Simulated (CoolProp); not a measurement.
Values from CoolProp's reference Helmholtz-energy equation of state, Akasaka 2023.

Problem. Give the vapour pressure (kPa), enthalpy of vaporisation (kJ/kg), vapour Z of saturated R1224YDZ at 401.9 K.

Solution. 
```
T (K)  p (kPa)  enthalpy of vaporisation (kJ/kg)  vapour Z
-----  -------  --------------------------------  --------
401.9     2060                              87.8     0.612
```
